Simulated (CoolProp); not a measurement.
20 sccm (0 °C, 1 atm) of nitrogen bubbles through liquid toluene at 350.4 K and leaves saturated at a total pressure of 0.15 MPa (ideal gas phase). Each further row changes one setting.

Values from CoolProp's reference Helmholtz-energy equation of state, Lemmon 2006. It is a short technical equation, of lower accuracy than the large ones.

```csv
case,vapour pressure (kPa),mole fraction of vapour,delivery (mg/min),delivery (sccm),change of delivery for a bath 1 K warmer (%)
as stated,35.3,0.235,25.3,6.16,4.7
bath temperature 355.4 K,42.0,0.280,32.0,7.77,4.9
total pressure 0.3 MPa,35.3,0.118,11.0,2.67,4.1
```
